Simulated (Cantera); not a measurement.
Input (Python, Cantera) and output of one run.

```python
import numpy as np
import cantera as ct

gas_names = [...]  # 114 gases of nasa_gas.yaml made of C, Fe, H, O
cond_names = """
    C(gr) C6H6(L) C7H8(L) C8H18(L),n-octa Fe(a) Fe(c) Fe(d) Fe(L) FeC5O5(L) FeO(s) FeO(L) Fe(OH)2(s)
    Fe(OH)3(s) Fe2O3(s) Fe3O4(s) H2O(s) H2O(L)
""".split()


# ... load() reads the species with a 1 bar reference pressure and builds the phases ...
atoms = {
    'Fe(CO)5': {'Fe': 1, 'C': 5, 'O': 5},
    'H2': {'H': 2},
    'O2': {'O': 2},
}
top_T = {'C(gr)': 4500, 'Fe2O3(s)': 1830, 'Fe3O4(s)': 1870}  # K; cautious upper limits of use, not melting points


# ... equilibrate(T, P, feed) seeds the gas with the atoms and calls Mixture.equilibrate('TP', solver="vcs", rtol=1e-11, max_steps=5000) ...
results = []
T = 1398.15  # K
P = 14  # Pa
for m in [0.26, 0.4, 0.53, 0.66, 0.8, 0.93, 1.1, 1.2, 1.3]:
    feed = {'Fe(CO)5': 1, 'H2': 0.071, 'O2': m}  # mol
    mix = equilibrate(T, P, feed)
    results.append((T, P, feed, dict(zip(mix.species_names, mix.species_moles))))

top = {s: max(r[3][s] / sum(r[3][g] for g in gas_names) for r in results) for s in gas_names}
cols = sorted((s for s in top if top[s] > 1e-06), key=lambda s: -top[s])[:5]
seen = [c for c in cond_names if any(r[3].get(c, 0) > 1e-12 for r in results)]
print("log10 of partial pressures in bar; condensed amounts in mol")
print(f"{'n(O2)':>10s}" + "".join(f"{s[:9]:>10s}" for s in cols + seen))
for T, P, feed, n in results:
    ng = sum(n[g] for g in gas_names)
    print(f"{feed['O2']:10.4g}" + "".join(f"{np.log10(max(n[s] / ng * P / 1e5, 1e-99)):10.3f}" for s in cols)
          + "".join(f"{n.get(c, 0):10.4g}" for c in seen))
```

Output:

```
log10 of partial pressures in bar; condensed amounts in mol
     n(O2)        CO       CO2        H2       H2O        Fe     Fe(c)    FeO(s)
      0.26    -3.906    -4.855    -5.803    -6.416    -7.834    0.9995         0
       0.4    -3.929    -4.691    -5.846    -6.273    -7.834    0.9563    0.0432
      0.53    -3.929    -4.691    -5.846    -6.273    -7.834    0.6963    0.3032
      0.66    -3.929    -4.691    -5.846    -6.273    -7.834    0.4363    0.5632
       0.8    -3.929    -4.691    -5.846    -6.273    -7.834    0.1563    0.8432
      0.93    -3.940    -4.635    -5.866    -6.226    -7.901         0    0.9995
       1.1    -3.976    -4.490    -5.929    -6.108    -8.082         0    0.9997
       1.2    -3.999    -4.423    -5.967    -6.056    -8.173         0    0.9998
       1.3    -4.023    -4.364    -6.006    -6.012    -8.255         0    0.9998
```

Cantera equilibrium calculation (NASA polynomials, part measured and part estimated; ideal gas, pure solids and liquids). Mutual solubility and eutectic melting of coexisting phases are not modelled. The tables' stoichiometric FeO is somewhat more stable than real wüstite, so its field is too wide. FeO: taken at fixed stoichiometry.
